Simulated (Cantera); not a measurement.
A Cantera script and what it prints.

```python
import numpy as np
import cantera as ct

gas_names = """
    AL ALCL ALCL2 ALCL3 ALN AL2 AL2CL6 CL CL2 N N2
""".split()
cond_names = """
    AL(cr) AL(L) ALCL3(s) ALCL3(L) ALN(s)
""".split()


# ... load() reads the species with a 1 bar reference pressure and builds the phases ...
atoms = {
    'AlCl3': {'AL': 1, 'CL': 3},
    'N2': {'N': 2},
}
top_T = {'ALN(s)': 2750}  # K; cautious upper limits of use, not melting points


# ... equilibrate(T, P, feed) seeds the gas with the atoms and calls Mixture.equilibrate('TP', solver="vcs", rtol=1e-11, max_steps=5000) ...
results = []
feed = {'AlCl3': 1, 'N2': 12}  # mol
P = 13332.2  # Pa
for T in [825, 975, 1125, 1275, 1425, 1575, 1725, 1875, 2025, 2175]:
    mix = equilibrate(T, P, feed)
    results.append((T, P, feed, dict(zip(mix.species_names, mix.species_moles))))

top = {s: max(r[3][s] / sum(r[3][g] for g in gas_names) for r in results) for s in gas_names}
cols = sorted((s for s in top if top[s] > 1e-06), key=lambda s: -top[s])[:6]
seen = [c for c in cond_names if any(r[3].get(c, 0) > 1e-12 for r in results)]
print("log10 of partial pressures in bar; condensed amounts in mol")
print(f"{'T/K':>10s}" + "".join(f"{s[:9]:>10s}" for s in cols + seen))
for T, P, feed, n in results:
    ng = sum(n[g] for g in gas_names)
    print(f"{T:10.4g}" + "".join(f"{np.log10(max(n[s] / ng * P / 1e5, 1e-99)):10.3f}" for s in cols)
          + "".join(f"{n.get(c, 0):10.4g}" for c in seen))
```

Result:

```
log10 of partial pressures in bar; condensed amounts in mol
       T/K        N2     ALCL3        CL     ALCL2      ALCL    AL2CL6
       825    -0.909    -2.005   -10.834   -10.789   -16.628    -3.720
       975    -0.910    -1.990    -8.744    -8.722   -13.220    -4.828
      1125    -0.910    -1.989    -7.221    -7.209   -10.711    -5.643
      1275    -0.910    -1.989    -6.058    -6.052    -8.789    -6.253
      1425    -0.910    -1.989    -5.140    -5.141    -7.273    -6.725
      1575    -0.910    -1.991    -4.394    -4.409    -6.053    -7.101
      1725    -0.910    -1.997    -3.772    -3.816    -5.061    -7.413
      1875    -0.912    -2.013    -3.244    -3.336    -4.252    -7.694
      2025    -0.915    -2.057    -2.794    -2.958    -3.592    -7.985
      2175    -0.922    -2.155    -2.419    -2.681    -3.060    -8.353
```

Equilibrium computed with Cantera from the NASA thermochemical tables; the gas is ideal and each condensed phase is pure. The tables' values for AlCl2 are old estimates; treat these amounts as uncertain.
